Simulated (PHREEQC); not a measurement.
A solution holds 2.1 mmol/kgw Pb(NO3)2, 0.14 mmol/kgw ZnCl2 and 0.97 mmol/kgw H2SO4, at 74 °C. It is in equilibrium with CO2 at log p = -2 (atm). Otherwise closed; pH follows from the charge balance.

The numbers come from PHREEQC with the ion-association model, phreeqc.dat.

Precipitation was switched off in this run.

Problem. Order these Zn species by the share of Zn that they hold, largest first: ZnCl+, Zn+2, ZnSO4.

Solution. Zn+2 (93 %), ZnSO4 (7.0 %), ZnCl+ (0.26 %)

The pH is 2.80 and the ionic strength 0.00805 mol/kgw. The solution is supersaturated, for example in Anglesite, so a real one may precipitate; this is no full list. At this temperature some constants are extrapolated from 25 °C, and those without enthalpy data are left unchanged.
